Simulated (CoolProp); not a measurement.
The numbers come from the reference Helmholtz-energy equation of state, Wagner 2002 in CoolProp.

Give the vapour pressure (MPa), liquid density (kg/m³), enthalpy of vaporisation (kJ/kg), vapour Z of saturated water at 161.65 °C.


| T (°C) | p (MPa) | liquid density (kg/m³) | enthalpy of vaporisation (kJ/kg) | vapour Z |
|---|---|---|---|---|
| 161.65 | 0.645 | 906 | 2080 | 0.947 |
